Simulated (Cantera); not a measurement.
## Equilibrium for carbothermic reduction: TiO₂ + CO + H₂ + CH₄

Input: 1 mol TiO₂, 0.63 mol CO, 0.76 mol H₂, 0.82 mol CH₄, at 1725 K and 70.0 Pa.

Equilibrium computed with Cantera from the NASA thermochemical tables; the gas is ideal and each condensed phase is pure. Candidate condensed phases: C, C₆H₆, C₇H₈, C₈H₁₈, H₂O, Ti, TiC, TiO, TiO₂, Ti₂O₃, Ti₃O₅, Ti₄O₇; 113 gas species. Mutual solubility and eutectic melting of coexisting phases are not modelled. TiO: taken at fixed stoichiometry. Kinetics and transport are ignored.

```
Item                                       Result
--------------------------------------  ---------
x(H₂)                                       0.619
x(CO)                                       0.376
x(H)                                      0.00552
x(H₂O)                                    3.26e-5
x(CO₂)                                    5.62e-6
x(TiO)                                    4.82e-6
n(TiO(s))                               0.640 mol
n(Ti₂O₃(s))                             0.180 mol
gas amount                              3.861 mol
log10 activity of Ti₃O₅(s) (absent)         -0.67
log10 activity of Ti₄O₇(s) (absent)         -1.78
log10 activity of C(graphite) (absent)      -2.68
```
